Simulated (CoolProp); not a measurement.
Saturated liquid density (kg/m³) of R1224YDZ: the reference equation beside estimates from Tc = 428.7 K, pc = 3334 kPa, ω = 0.325.

Values from CoolProp's reference Helmholtz-energy equation of state, Akasaka 2023.

| T (K) | reference | van der Waals | Redlich-Kwong |
|---|---|---|---|
| 235.3 | 1521 | 884.9 | 1309 |
| 250.1 | 1484 | 865.7 | 1277 |
| 264.9 | 1447 | 845.5 | 1242 |
| 279.7 | 1409 | 824.2 | 1205 |
| 294.4 | 1370 | 801.8 | 1165 |
| 309.2 | 1329 | 777.8 | 1123 |
| 324 | 1285 | 752.0 | 1077 |
| 338.8 | 1238 | 724.1 | 1026 |
| 353.6 | 1187 | 693.6 | 971.5 |
| 368.4 | 1131 | 659.8 | 910.5 |
| 383.1 | 1067 | 621.6 | 841.9 |

Absolute difference from the reference over all 11 rows, mean and median: van der Waals 41.6 and 41.6 %, Redlich-Kwong 16.3 and 15.5 %.
